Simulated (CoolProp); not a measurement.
Vapour pressure (bar) of n-perfluorohexane: the reference equation beside estimates from Tc = 448.0 K, pc = 17.42 bar, ω = 0.497.

The numbers come from the reference Helmholtz-energy equation of state, Gao 2022 in CoolProp.

```json
[
 {"T (K)": "262.9", "reference": "0.04799", "van der Waals": "1.329", "Redlich-Kwong": "0.2814", "Soave-Redlich-Kwong": "?", "Peng-Robinson": "0.05107"},
 {"T (K)": "265.1", "reference": "0.05472", "van der Waals": "1.396", "Redlich-Kwong": "0.3078", "Soave-Redlich-Kwong": "0.05486", "Peng-Robinson": "0.05799"},
 {"T (K)": "267.3", "reference": "0.06223", "van der Waals": "1.465", "Redlich-Kwong": "0.3362", "Soave-Redlich-Kwong": "0.06233", "Peng-Robinson": "0.06569"},
 {"T (K)": "269.5", "reference": "0.07058", "van der Waals": "1.536", "Redlich-Kwong": "0.3665", "Soave-Redlich-Kwong": "0.07063", "Peng-Robinson": "0.07422"},
 {"T (K)": "271.7", "reference": "0.07984", "van der Waals": "1.609", "Redlich-Kwong": "0.3988", "Soave-Redlich-Kwong": "0.07984", "Peng-Robinson": "0.08366"},
 {"T (K)": "274", "reference": "0.09058", "van der Waals": "1.688", "Redlich-Kwong": "0.4349", "Soave-Redlich-Kwong": "0.09052", "Peng-Robinson": "0.09459"},
 {"T (K)": "276.2", "reference": "0.1019", "van der Waals": "1.767", "Redlich-Kwong": "0.4716", "Soave-Redlich-Kwong": "0.1018", "Peng-Robinson": "0.1061"},
 {"T (K)": "278.4", "reference": "?", "van der Waals": "1.847", "Redlich-Kwong": "0.5107", "Soave-Redlich-Kwong": "0.1143", "Peng-Robinson": "0.1188"},
 {"T (K)": "280.6", "reference": "0.1282", "van der Waals": "1.930", "Redlich-Kwong": "0.5522", "Soave-Redlich-Kwong": "0.1280", "Peng-Robinson": "0.1327"},
 {"T (K)": "282.9", "reference": "0.1440", "van der Waals": "2.020", "Redlich-Kwong": "0.5982", "Soave-Redlich-Kwong": "0.1437", "Peng-Robinson": "0.1487"},
 {"T (K)": "285.1", "reference": "0.1606", "van der Waals": "2.108", "Redlich-Kwong": "0.6448", "Soave-Redlich-Kwong": "0.1602", "Peng-Robinson": "0.1654"},
 {"T (K)": "287.3", "reference": "0.1788", "van der Waals": "2.199", "Redlich-Kwong": "0.6942", "Soave-Redlich-Kwong": "0.1782", "Peng-Robinson": "0.1836"},
 {"T (K)": "289.5", "reference": "0.1985", "van der Waals": "2.292", "Redlich-Kwong": "0.7462", "Soave-Redlich-Kwong": "0.1979", "Peng-Robinson": "?"},
 {"T (K)": "291.7", "reference": "0.2200", "van der Waals": "2.388", "Redlich-Kwong": "0.8011", "Soave-Redlich-Kwong": "0.2193", "Peng-Robinson": "0.2250"},
 {"T (K)": "294", "reference": "0.2445", "van der Waals": "2.491", "Redlich-Kwong": "0.8617", "Soave-Redlich-Kwong": "0.2437", "Peng-Robinson": "0.2495"}
]
```

Problem. Some entries are withheld; supply them.

Solution. 
- 262.9, Soave-Redlich-Kwong: 0.04816
- 278.4, reference: 0.1145
- 289.5, Peng-Robinson: 0.2034

Absolute difference from the reference over all 15 rows, mean and median: van der Waals 1619.1 and 1513.1 %, Redlich-Kwong 355.0 and 346.0 %, Soave-Redlich-Kwong 0.2 and 0.2 %, Peng-Robinson 4.0 and 3.8 %.
